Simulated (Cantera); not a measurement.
An adiabatic, constant-pressure homogeneous reactor starts with CH3OH : O2 : N2 : H2O = 1 : 3.26 : 12.3 : 1.3 (molar parts), equivalence ratio 0.46, at 1548 K and 1.01 bar. Integrator tolerance rtol = 1e-08.

Computed with Cantera and GRI-Mech 3.0 (53 species, 325 reactions). GRI-Mech 3.0 was tuned for natural gas; its chemistry of methanol as a main component is partial and can be far from experiment.

Problem. What does this change do: initial temperature 1548 to 1750 K?

Solution. 
| quantity | before | after |
|---|---|---|
| time of steepest temperature rise | 0.154 ms | 34.6 µs |
| temperature at 2.00 s | 2357 K | 2481 K |
| equilibrium temperature | 2357 K | 2481 K |
| x(CH3OH) at 2.00 s | <1e-12 (gas-phase equilibrium <1e-12) | <1e-12 (gas-phase equilibrium <1e-12) |
| x(O2) at 2.00 s | 0.0890 (gas-phase equilibrium 0.0890) | 0.0874 (gas-phase equilibrium 0.0874) |
| x(H2O) at 2.00 s | 0.172 (gas-phase equilibrium 0.172) | 0.167 (gas-phase equilibrium 0.167) |
| x(HO2) at 2.00 s | 6.66e-6 (gas-phase equilibrium 6.66e-6) | 9.13e-6 (gas-phase equilibrium 9.13e-6) |
| x(HCO) at 2.00 s | 2.66e-10 (gas-phase equilibrium 2.66e-10) | 1.03e-9 (gas-phase equilibrium 1.03e-9) |
| x(H2) at 2.00 s | 0.00164 (gas-phase equilibrium 0.00164) | 0.00306 (gas-phase equilibrium 0.00306) |

Problem. What does this change do: O2 3.26 to 4.4 parts?

Solution. 
```csv
quantity,before,after
time of steepest temperature rise,0.154 ms,0.154 ms
temperature at 2.00 s,2357 K,2319 K
equilibrium temperature,2357 K,2319 K
x(CH3OH) at 2.00 s,<1e-12 (gas-phase equilibrium <1e-12),<1e-12 (gas-phase equilibrium <1e-12)
x(O2) at 2.00 s,0.0890 (gas-phase equilibrium 0.0890),0.140 (gas-phase equilibrium 0.140)
x(H2O) at 2.00 s,0.172 (gas-phase equilibrium 0.172),0.163 (gas-phase equilibrium 0.163)
x(HO2) at 2.00 s,6.66e-6 (gas-phase equilibrium 6.66e-6),8.13e-6 (gas-phase equilibrium 8.13e-6)
x(HCO) at 2.00 s,2.66e-10 (gas-phase equilibrium 2.66e-10),1.11e-10 (gas-phase equilibrium 1.11e-10)
x(H2) at 2.00 s,0.00164 (gas-phase equilibrium 0.00164),0.00100 (gas-phase equilibrium 0.00100)
```
